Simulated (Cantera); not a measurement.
Charge: 1 mol Si, 0.63 mol HCl, 0.43 mol H2, 1.2 mol Cl2, at 5.80 bar.

Method: chemical equilibrium by Gibbs-energy minimisation in Cantera with the NASA 1993 tables (ideal gas, pure condensed phases). Candidate condensed phases: Si; 19 gas species. Rates play no part.

Over these rows the condensed part is Si(s). Partial pressures as log10 of bar:

```
T (K)  1000/T (1/K)  log p SiCl2  log p H2  log p SiCl4  log p SiHCl3
-----  ------------  -----------  --------  -----------  ------------
623          1.6051        -7.97      0.39         0.35          0.04
698          1.4327        -6.52      0.39         0.35          0.03
773          1.2937            ?      0.39         0.36          0.02
848          1.1792        -4.41      0.39         0.36          0.00
923          1.0834        -3.61      0.39         0.36         -0.01
998          1.0020        -2.94      0.39         0.36         -0.02
```

Problem. Fit log p(SiCl2) = a + b·(1000/T) to the five rows, give the apparent enthalpy, and predict the row at 773 K.

Solution. Means: 1000/T = 1.2605, log p = -5.090. Sxy = -2.111861, Sxx = 0.2531983, so b = -8.34 and a = -5.090 − (-8.34)×1.2605 = 5.42.
Apparent enthalpy: −19.145 × (-8.34) = 160 kJ/mol. With the condensed phases at unit activity, 1/2 Si(s) + 1/2 SiCl4(g) = SiCl2(g) links this pressure to the main gases: over the six rows their terms move log p by +0.01 in all, so the slope is close to that reaction's ΔH°. The five rows lie within 0.01 of the line.
Prediction at 773 K: 5.42 + (-8.34)×1.2937 = -5.37. The computed value is -5.36, 0.01 from the line.
